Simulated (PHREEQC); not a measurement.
Solution (20 °C): 0.22 mol HNO3 and 0.08 mol NaCl per kg of water. It is in equilibrium with CO2 at log p = 0 (atm). Otherwise closed; pH follows from the charge balance.

Computed with PHREEQC (ion-association model, phreeqc.dat).

Problem. The ionic strength comes out as 0.300 mol/kgw. What activity coefficients do NO3-, H+, Na+, Cl- get?

Solution. NO3- 0.66, H+ 0.78, Na+ 0.73, Cl- 0.69.

Precipitation was switched off in this run. Complexes and solids missing from the database can't appear.
